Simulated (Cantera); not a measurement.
An adiabatic, constant-pressure homogeneous reactor starts with CH4 : O2 : N2 : H2O = 1 : 4.35 : 16.3 : 0.51 (molar parts), equivalence ratio 0.46, at 1223 K and 500000 Pa. Integrator tolerance rtol = 1e-08.

Model: GRI-Mech 3.0 (53 species, 325 reactions), integrated in Cantera.

Question: What does this change do: 0.63 parts H2 added?

Answer: 
| quantity | before | after |
|---|---|---|
| time of steepest temperature rise | 5.26 ms | 0.379 ms |
| temperature at 1.00 s | 2143 K | 2279 K |
| equilibrium temperature | 2143 K | 2279 K |
| x(CH4) at 1.00 s | <1e-12 (gas-phase equilibrium <1e-12) | <1e-12 (gas-phase equilibrium <1e-12) |
| x(O2) at 1.00 s | 0.102 (gas-phase equilibrium 0.102) | 0.0850 (gas-phase equilibrium 0.0850) |
| x(H2O) at 1.00 s | 0.112 (gas-phase equilibrium 0.112) | 0.137 (gas-phase equilibrium 0.137) |
| x(H) at 1.00 s | 2.04e-5 (gas-phase equilibrium 2.04e-5) | 7.70e-5 (gas-phase equilibrium 7.70e-5) |
| x(CH2) at 1.00 s | <1e-12 (gas-phase equilibrium <1e-12) | <1e-12 (gas-phase equilibrium <1e-12) |
| x(NO) at 1.00 s | 0.00742 (gas-phase equilibrium 0.00744) | 0.00916 (gas-phase equilibrium 0.00916) |
